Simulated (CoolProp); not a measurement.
Vapour-liquid equilibrium of R13 (1) + n-butane (2) at 236.1 K; x and y are mole fractions of (1).

Model: multi-fluid Helmholtz-energy mixture model, Platzer 1990 and Bücker 2006; pair parameters Bell 2016, in CoolProp. This equation is an older, rougher fit; its heat capacities, sound speeds and derivatives of the liquid may be far off and weren't checked against measurements.

Task: Give the bubble pressure and the first vapour's composition at x = 0.05, 0.45, 0.65. Is there an azeotrope?

Result: x = 0.05: 0.08615 MPa, y = 0.775; x = 0.45: 0.3877 MPa, y = 0.959; x = 0.65: 0.4763 MPa, y = 0.973. No azeotrope shows between x = 0.05 and 0.95.

The pair parameters rest on a limited set of measurements; away from them the model extrapolates. With so large a gap from Raoult's law the liquid may split in two, which this calculation doesn't test in full.
